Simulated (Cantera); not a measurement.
A Cantera script and what it prints.

```python
import numpy as np
import cantera as ct

gas_names = """
    B BH BH2 BH3 BN BO BO2 B2 B2O B2O2 B2O3 B3O3H3 H HBO HBO2 HNO HNO2 HNO3 HO2 H2 H2O H2O2 H3B3O6 N NH
    NH2 NH3 NH2OH NO NO2 NO3 N2 N2H2 N2H4 N2O O OH O2 O3
""".split()
cond_names = """
    B(b) B(L) BN(s) B2O3(L) B3O3H3(cr) H2O(s) H2O(L)
""".split()


def load(file, names, dense=False):
    # The tables refer to 1 bar. Condensed volumes are neglected.
    table = {s.name: s for s in ct.Species.list_from_file(file)}
    out = []
    for n in names:
        d = dict(table[n].input_data)
        d["thermo"] = dict(d["thermo"], **{"reference-pressure": 1e5})
        if dense:
            d["equation-of-state"] = {"model": "constant-volume", "density": "1e6 g/cm^3"}
        out.append(ct.Species.from_dict(d))
    return out


gas = ct.Solution(thermo="ideal-gas", species=load("nasa_gas.yaml", gas_names))
cond = {s.name: ct.Solution(thermo="fixed-stoichiometry", species=[s], name=s.name)
        for s in load("nasa_condensed.yaml", cond_names, dense=True)}
atoms = {
    'borazine': {'B': 3, 'N': 3, 'H': 6},
    'O2': {'O': 2},
}
top_T = {'BN(s)': 3200}  # K; cautious upper limits of use, not melting points


def equilibrate(T, P, feed):
    n = {}
    for name, mol in feed.items():
        for a, k in atoms[name].items():
            n[a] = n.get(a, 0.0) + k * mol
    gas.TPX = T, P, n
    mass = sum(n.values()) * gas.mean_molecular_weight
    gas.equilibrate("TP")
    valid = [c for c in cond.values() if c.min_temp <= T <= top_T.get(c.name, c.max_temp)]
    mix = ct.Mixture([(gas, mass / gas.mean_molecular_weight)] + [(c, 0.0) for c in valid])
    mix.T, mix.P = T, P
    mix.equilibrate("TP", solver="vcs", rtol=1e-11, max_steps=5000)
    return mix


results = []
feed = {'borazine': 1, 'O2': 7.5}  # mol
T = 2173  # K
P = 57000  # Pa
mix = equilibrate(T, P, feed)
results.append((T, P, feed, dict(zip(mix.species_names, mix.species_moles))))
x = sorted(zip(gas.X, gas.species_names), reverse=True)
print(f"T = {T:g} K  P = {P:g} Pa  gas = {mix.phase_moles(0):.4g} mol")
print("   x: " + "  ".join(f"{s} {v:.3e}" for v, s in x if v > 1e-06))
print("   condensed (mol): " + ("  ".join(f"{mix.phase(i).name} {mix.phase_moles(i):.4g}"
      for i in range(1, mix.n_phases) if mix.phase_moles(i) > 1e-12) or "none"))
```

Result:

```
T = 2173 K  P = 57000 Pa  gas = 9.81 mol
   x: O2 3.732e-01  HBO2 2.234e-01  H2O 1.896e-01  N2 1.495e-01  B2O3 3.540e-02  BO2 1.158e-02  OH 8.160e-03  NO 6.889e-03  O 1.839e-03  H2 3.952e-04  H 1.271e-04  BO 1.796e-05  HO2 9.960e-06  NO2 9.217e-06  HBO 4.495e-06  H3B3O6 2.076e-06
   condensed (mol): none
```

Method: chemical equilibrium by Gibbs-energy minimisation in Cantera with the NASA 1993 tables (ideal gas, pure condensed phases). The feed counts by its element totals alone.
